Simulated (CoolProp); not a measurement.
The numbers come from the reference Helmholtz-energy equation of state, de Reuck 1993 in CoolProp.

Question: Give the vapour pressure (MPa), liquid density (kg/m³), vapour density (kg/m³), liquid cp (kJ/(kg K)) of saturated methanol at 386.3, 412.3 K.

Answer: 
```
T (K)  p (MPa)  liquid density (kg/m³)  vapour density (kg/m³)  liquid cp (kJ/(kg K))
-----  -------  ----------------------  ----------------------  ---------------------
386.3    0.527                     696                    5.96                   3.32
412.3     1.07                     662                    12.1                   3.67
```
